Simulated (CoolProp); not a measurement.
Vapour-liquid equilibrium of n-hexane (1) + cyclohexane (2) at 0.386 MPa; x and y are mole fractions of (1).

Values from CoolProp's multi-fluid Helmholtz-energy mixture model, Thol 2019 and Zhou 2014; pair parameters Bell 2016.

```
x      bubble temperature (K)  y at the bubble point  dew temperature at overall composition x (K)  liquid density (mol/L)
-----  ----------------------  ---------------------  --------------------------------------------  ----------------------
0.05                    404.9                  0.069                                           ___                   7.809
0.125                   403.4                  0.166                                         404.1                     ___
0.2                     402.1                    ___                                         402.9                   7.580
0.275                   400.8                  0.341                                         401.8                   7.469
0.35                    399.6                  0.421                                         400.7                   7.360
0.425                   398.5                  0.497                                         399.6                   7.252
0.5                     397.5                  0.569                                         398.5                     ___
0.575                   396.5                  0.639                                         397.4                     ___
0.65                    395.5                  0.707                                         396.3                   6.944
0.725                   394.6                  0.772                                         395.3                   6.845
0.8                     393.8                  0.836                                         394.3                   6.749
0.875                   392.9                  0.899                                           ___                     ___
0.95                    392.1                  0.960                                         392.3                   6.561
```

Problem. Complete the blanks.

Solution. 
- 0.05, dew temperature at overall composition x (K): 405.2
- 0.125, liquid density (mol/L): 7.694
- 0.2, y at the bubble point: 0.257
- 0.5, liquid density (mol/L): 7.147
- 0.575, liquid density (mol/L): 7.045
- 0.875, dew temperature at overall composition x (K): 393.3
- 0.875, liquid density (mol/L): 6.654

No azeotrope shows between x = 0.05 and 0.95.

The pair parameters rest on a limited set of measurements; away from them the model extrapolates.
